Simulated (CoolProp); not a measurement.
n-perfluorohexane along the isotherm 450 K: fugacity coefficient from the reference equation and from simpler models built on Tc = 448.0 K, pc = 1.742 MPa, ω = 0.497; each cubic takes its own stable root.

Values from CoolProp's reference Helmholtz-energy equation of state, Gao 2022.

```csv
p (MPa),phase,reference,Redlich-Kwong,Soave-Redlich-Kwong,Peng-Robinson
0.218,gas,0.9571,0.9582,0.9584,0.9538
0.435,gas,0.9149,0.9172,0.9176,?
0.653,gas,0.8728,0.8765,0.8770,0.8648
0.871,gas,0.8310,0.8362,0.8369,0.8215
1.09,gas,0.7890,0.7959,?,0.7787
1.31,gas,?,0.7553,0.7563,0.7360
1.52,gas,0.7050,0.7157,0.7171,0.6951
1.74,gas,?,0.6719,0.6737,0.6506
1.96,supercritical,?,0.6185,0.6215,0.5984
2.18,supercritical,0.5543,?,0.5750,0.5522
2.39,supercritical,0.5154,0.5349,0.5379,0.5153
2.61,supercritical,?,0.5022,0.5051,0.4828
```

Q: What belongs in the gaps?

A: 
- 0.435, Peng-Robinson: 0.9089
- 1.09, Soave-Redlich-Kwong: 0.7968
- 1.31, reference: 0.7465
- 1.74, reference: 0.6590
- 1.96, reference: 0.6034
- 2.18, Redlich-Kwong: 0.5719
- 2.61, reference: 0.4813
